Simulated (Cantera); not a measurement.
A perfectly stirred reactor is fed with H2 : O2 = 0.076 : 1 (molar parts), equivalence ratio 0.038, at 10.00 Torr; it is held at 1000 K, and followed from long to short residence time.

Cantera simulation using the H2/O2 subset of GRI-Mech 3.0, which has no nitrogen chemistry; the numbers are that mechanism's predictions, not measurements. Radical loss at walls, strong at low pressure, is not modelled. The temperature is held fixed by assumption; the heat of reaction is taken as removed at once.

Question: What does this change do: temperature 1000 to 900 K?

Answer: 
```tsv
quantity	before	after
x(H2) at τ = 0.920 s	0.000609	0.00143
x(O2) at τ = 0.920 s	0.925	0.926
x(H2O) at τ = 0.920 s	0.0722	0.0715
x(OH) at τ = 0.920 s	0.000499	0.000271
x(HO2) at τ = 0.920 s	4.18e-6	6.48e-6
x(H2) at τ = 57.0 ms	0.00294	0.00633
x(O2) at τ = 57.0 ms	0.918	0.923
x(H2O) at τ = 57.0 ms	0.0676	0.0649
x(OH) at τ = 57.0 ms	0.00145	0.000907
x(HO2) at τ = 57.0 ms	7.63e-6	1.11e-5
```
Below about 950 K walls govern HO2 and H2O2 in real vessels.

Question: What does this change do: temperature 1000 to 1200 K?

Answer: 
| quantity | before | after |
|---|---|---|
| x(H2) at τ = 0.920 s | 0.000609 | 0.000255 |
| x(O2) at τ = 0.920 s | 0.925 | 0.923 |
| x(H2O) at τ = 0.920 s | 0.0722 | 0.0719 |
| x(OH) at τ = 0.920 s | 0.000499 | 0.00141 |
| x(HO2) at τ = 0.920 s | 4.18e-6 | 2.11e-6 |
| x(H2) at τ = 57.0 ms | 0.00294 | 0.00128 |
| x(O2) at τ = 57.0 ms | 0.918 | 0.907 |
| x(H2O) at τ = 57.0 ms | 0.0676 | 0.0675 |
| x(OH) at τ = 57.0 ms | 0.00145 | 0.00325 |
| x(HO2) at τ = 57.0 ms | 7.63e-6 | 3.93e-6 |
